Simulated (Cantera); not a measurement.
A closed system holds: 1 mol CH₃SiH₃, 0.88 mol HCl, 27 mol H₂, 0.015 mol CH₄, equilibrated at 1552 °C and 1.33 mbar.

These are equilibrium values from Cantera (NASA tables, ideal gas, pure condensed phases), not measurements of a reactor. Candidate condensed phases: C, C₆H₆, C₇H₈, C₈H₁₈, Si, SiC; 109 gas species. The feed counts by its element totals alone. The numbers say what is thermodynamically allowed, not how fast it happens.

Base state: H₂ 0.960, HCl 0.0279, H 0.0118, Cl 0.000262, C₂H₂ (acetylene) 0.000206, Si 9.20e-5, SiCl₂ 6.53e-5 (mole fractions); condensed: C(graphite) + SiC(s).

What changes in the equilibrium state with this change: temperature from 1552 °C to 1100 °C?


| species | before | after |
|---|---|---|
| H₂ | 0.960 | 0.971 |
| HCl | 0.0279 | 0.0284 |
| H | 0.0118 | 9.01e-5 |
| SiCl₂ | 6.53e-5 | 1.02e-5 |
| Si | 9.20e-5 | 1.24e-9 |
| C₂H₂ (acetylene) | 0.000206 | 1.68e-6 |
| Cl | 0.000262 | 2.19e-6 |
| C(graphite), mol | 0.00738 | 0.0150 |
| SiC(s), mol | 0.995 | 1.000 |

What changes in the equilibrium state with this change: CH₃SiH₃ replaced by Si(CH₃)₄?


```tsv
species	before	after
H₂	0.960	0.962
HCl	0.0279	0.0254
H	0.0118	0.0118
Cl	0.000262	0.000239
Si	9.20e-5	9.20e-5
SiCl₂	6.53e-5	5.42e-5
C₂H₂ (acetylene)	0.000206	0.000207
C(graphite), mol	0.00738	3.01
SiC(s), mol	0.995	0.995
```
